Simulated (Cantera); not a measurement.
A closed system holds: 1 mol Fe, 0.52 mol NH3, 2.2 mol H2, held at 1 atm.

Cantera equilibrium calculation (NASA polynomials, part measured and part estimated; ideal gas, pure solids and liquids). Candidate condensed phases: Fe; 10 gas species. Condensed phases not in the tables: Fe4N. Kinetics and transport are ignored.

At 700 K, list the 3 most abundant gas species with their mole fractions, and the condensed phases.

H2 0.918, N2 0.0793, NH3 0.00235. Condensed: Fe(α).
